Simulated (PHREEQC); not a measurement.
Dissolve 0.043 mol TMAH, 0.00014 mol H4SiO4 and 0.0018 mol Na2CO3 per kg of water at 25 °C. Closed to the air; pH follows from the charge balance.

Equilibrium calculation in PHREEQC: ion-association model, phreeqc.dat.

Problem. The ionic strength comes out as 0.0483 mol/kgw. What activity coefficients do OH-, NaCO3-, H2SiO4-2, Na+, HCO3- get?

Solution. OH- 0.81, NaCO3- 0.82, H2SiO4-2 0.48, Na+ 0.83, HCO3- 0.83.

This is a speciation only: nothing precipitates in the calculation. (CH3)4N+ isn't in the database: it is added as a free cation with an ion size of 4 Å.
